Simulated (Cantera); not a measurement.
**Low-pressure radical oxidation in H2/O2**

An isothermal, constant-pressure homogeneous reactor starts with 0.668 % H2, 68.9 % O2, 30.3 % N2, 0.124 % H2O, at 1225 K and 890 Pa.

Detailed kinetics in Cantera: the H2/O2 subset of GRI-Mech 3.0, which has no nitrogen chemistry. Radical loss at walls, strong at low pressure, is not modelled.

```
t (s)         x H2   x O2    x H2O2       x H    x HO2
--------  --------  -----  --------  --------  -------
0.000400   0.00668  0.689    <1e-12  5.22e-10  1.80e-9
0.000768   0.00668  0.689    <1e-12  8.28e-10  3.45e-9
0.00147    0.00668  0.689  2.14e-12   1.78e-9  6.64e-9
0.00283    0.00668  0.689  7.66e-12   6.64e-9  1.28e-8
0.00543    0.00668  0.689  2.71e-11   7.40e-8  2.57e-8
0.0104     0.00658  0.689  2.01e-10   7.17e-6  1.57e-7
0.0200    0.000414  0.683   2.41e-8  0.000437  5.85e-7
0.0384     3.19e-5  0.683   9.09e-9  0.000279  4.04e-7
0.0737     2.97e-5  0.683   8.97e-9  0.000255  3.93e-7
0.141      2.68e-5  0.684   8.85e-9  0.000217  3.74e-7
0.271      2.22e-5  0.684   8.61e-9  0.000162  3.43e-7
0.521      1.61e-5  0.685   8.12e-9   9.92e-5  2.93e-7
1.00       9.64e-6  0.686   7.20e-9   4.57e-5  2.25e-7
```
x: mole fraction; the columns are a selection and need not sum to one.

Equilibrium at this temperature and pressure: H2 2.16e-9, O2 0.688, H2O2 1.86e-11, H 1.55e-10, HO2 3.71e-9 (gas phase only).
